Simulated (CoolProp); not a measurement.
A simple Rankine cycle with n-perfluorohexane: condensing at 310.15 K, boiler at 0.216 MPa, turbine inlet 394.6 K, turbine efficiency 0.75, pump efficiency 0.6, no recuperator. Each further row changes one setting.

Values from CoolProp's reference Helmholtz-energy equation of state, Gao 2022.

```csv
case,thermal efficiency (%),net work (kJ/kg),heat in (kJ/kg),turbine exit temperature (K),volume ratio over the turbine
as stated,6.1,10.1,164,381.7,4.56
turbine inlet 414.6 K,5.8,10.7,183,401.6,4.52
condensing temperature 302.15 K,7.1,12.3,172,379.1,6.32
boiler pressure 0.151 MPa,4.7,7.79,165,385.0,3.14
turbine efficiency 0.65,5.3,8.69,164,383.2,4.58
```
